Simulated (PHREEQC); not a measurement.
## Acid mine or pickling water (model solution)

A made-up water analysis in mg/L, 20 °C, pH 3.63, pe 8.8: Na 137; K 30.8; Ca 138; Mg 29.2; Cl 212; S(6) as SO4 497; Cu(2) 10.3; Br 11.6.

Valence states are taken as typed.

Equilibrium calculation in PHREEQC: ion-association model, phreeqc.dat.

Each row changes one thing in this solution. Precipitation was switched off in this run.

```csv
case,ionic strength (mol/kgw),SO4-2 (mol/kgw),Ca+2 (mol/kgw),Mg+2 (mol/kgw),CaSO4 (mol/kgw),MgSO4 (mol/kgw),SI of Gypsum (CaSO4:2H2O),SI of Halite (NaCl)
as made,0.0226,0.00411,0.00280,0.000940,0.000642,0.000262,-0.84,-6.14
K from 30.8 to 15.4 mg/L,0.0224,0.00411,0.00280,0.000939,(withheld),(withheld),-0.84,-6.14
all concentrations times 2 at the same typed pH,0.0428,0.00764,0.00526,0.00174,0.00163,(withheld),-0.44,(withheld)
temperature from 20 to 25 °C at the same typed pH,0.0224,0.00406,0.00279,0.000916,0.000653,(withheld),-0.85,-6.15
```

Question: What belongs in the gaps?

Answer: 
- K from 30.8 to 15.4 mg/L, CaSO4 (mol/kgw): 0.000644
- K from 30.8 to 15.4 mg/L, MgSO4 (mol/kgw): 0.000263
- all concentrations times 2 at the same typed pH, MgSO4 (mol/kgw): 0.000665
- all concentrations times 2 at the same typed pH, SI of Halite (NaCl): -5.58
- temperature from 20 to 25 °C at the same typed pH, MgSO4 (mol/kgw): 0.000286

Complexes and solids missing from the database can't appear.
